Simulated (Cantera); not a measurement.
Feed: 1 mol CF₄, 0.76 mol H₂, equilibrated at 2225 K and 3.20 Pa.

Cantera equilibrium calculation (NASA polynomials, part measured and part estimated; ideal gas, pure solids and liquids). Candidate condensed phases: C, C₆H₆, C₇H₈, C₈H₁₈; 95 gas species. Rates play no part.

Base state: F 0.597, HF 0.383, CF₂ 0.0112, CF 0.00748, H 0.000786, C₃ 0.000125, C 7.41e-5, C₂ 1.09e-5 (mole fractions); condensed: C(graphite).

Question: What changes in the equilibrium state with this change: temperature from 2225 K to 2075 K?

Answer: 
| species | before | after |
|---|---|---|
| F | 0.597 | 0.560 |
| HF | 0.383 | 0.395 |
| CF₂ | 0.0112 | 0.0402 |
| CF₄ | 1.14e-6 | 0.000126 |
| C₂ | 1.09e-5 | 4.39e-7 |
| C₃ | 0.000125 | 5.13e-6 |
| C | 7.41e-5 | 4.51e-6 |
| C(graphite), mol | 0.924 | 0.830 |
